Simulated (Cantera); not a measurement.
Input: 1 mol Ti(OiPr)₄, 7.1 mol O₂, held at 0.0900 Torr.

Equilibrium computed with Cantera from the NASA thermochemical tables; the gas is ideal and each condensed phase is pure. Candidate condensed phases: C, C₆H₆, C₇H₈, C₈H₁₈, H₂O, Ti, TiC, TiO, TiO₂, Ti₂O₃, Ti₃O₅, Ti₄O₇; 113 gas species. The feed counts by its element totals alone. Condensed phases not in the tables: Magnéli phases beyond Ti₄O₇. Kinetics and transport are ignored.

x: gas mole fraction; n: condensed amount in mol.

```tsv
T (K)	x H₂	x CO	x H₂O	x H	x CO₂	x OH	n TiO₂(rutile)	n Ti₄O₇(l)
1300	0.433	0.405	0.105	6.64e-5	0.0560	2.11e-7	1.00	0
1400	0.426	0.412	0.112	0.000290	0.0497	1.51e-6	1.00	0
1500	0.421	0.417	0.117	?	?	?	1.00	0
1600	0.415	0.420	0.121	0.00320	0.0406	3.64e-5	1.000	0
1700	0.408	0.422	0.123	?	0.0373	?	1.000	0
1800	0.398	0.422	0.125	0.0206	0.0347	0.000427	0.999	0
1900	0.379	0.418	0.124	0.0446	0.0325	0.00120	0.993	0
2000	0.342	0.407	0.126	0.0868	0.0327	0.00319	0	0.237
```

### Question
Fill in the missing entries.

### Answer

- 1500, x H: 0.00104
- 1500, x CO₂: 0.0447
- 1500, x OH: 8.26e-6
- 1700, x H: 0.00860
- 1700, x OH: 0.000134
